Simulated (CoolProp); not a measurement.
A single-stage vapour-compression cycle with the fluid: evaporating at 211.15 K (dew point), condensing at 272.15 K (bubble point), superheat 5 K, subcooling 8 K, compressor efficiency 0.65, no pressure losses. The same conditions are run with several fluids, on thermodynamics alone (safety and materials aside).

Values from CoolProp's reference Helmholtz-energy equation of state of each fluid (fluoroethane (R161): Wu 2012; carbonyl sulfide: Lemmon 2006; R143a: Lemmon and Jacobsen 2000; dimethyl ether: Wu 2011; CH3F (R41): Lemmon 2006).

```json
[
 {"fluid": "fluoroethane (R161)", "cooling COP": "1.85", "pressure ratio": "14.9", "discharge temperature (K)": "373.9", "refrigerating effect (kJ/kg)": "350", "volumetric capacity (kJ/m³)": "268"},
 {"fluid": "carbonyl sulfide", "cooling COP": "1.81", "pressure ratio": "?", "discharge temperature (K)": "421.5", "refrigerating effect (kJ/kg)": "?", "volumetric capacity (kJ/m³)": "492"},
 {"fluid": "R143a", "cooling COP": "1.81", "pressure ratio": "?", "discharge temperature (K)": "329.2", "refrigerating effect (kJ/kg)": "?", "volumetric capacity (kJ/m³)": "385"},
 {"fluid": "dimethyl ether", "cooling COP": "1.88", "pressure ratio": "18.0", "discharge temperature (K)": "367.1", "refrigerating effect (kJ/kg)": "?", "volumetric capacity (kJ/m³)": "?"},
 {"fluid": "CH3F (R41)", "cooling COP": "1.68", "pressure ratio": "8.60", "discharge temperature (K)": "?", "refrigerating effect (kJ/kg)": "351", "volumetric capacity (kJ/m³)": "1640"}
]
```

Task: Fill in the missing entries.

Result: 
- carbonyl sulfide, pressure ratio: 11.2
- carbonyl sulfide, refrigerating effect (kJ/kg): 256
- R143a, pressure ratio: 12.6
- R143a, refrigerating effect (kJ/kg): 168
- dimethyl ether, refrigerating effect (kJ/kg): 394
- dimethyl ether, volumetric capacity (kJ/m³): 146
- CH3F (R41), discharge temperature (K): 406.4
